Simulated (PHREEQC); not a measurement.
Model water analysis in mg/L, 25 °C, pH 6.6, pe 11.2:

```tsv
constituent	mg/L
Na	0.00394
K	0.0119
Ca	0.00959
Mg	0.00423
Cl	0.0125
S(6) as SO4	0.0133
Alkalinity as HCO3	0.042
Si as SiO2	0.000371
```

Valence states are taken as typed.

Equilibrium calculation in PHREEQC: ion-association model, phreeqc.dat.

This is a speciation only: nothing precipitates in the calculation.

Task: What charge-balance error does the model give?

Result: charge-balance error -0.5 %.

Task: In which forms is C present?

Result: HCO3- 64 %, CO2 36 % of the C.

Species that the database lacks are ignored.
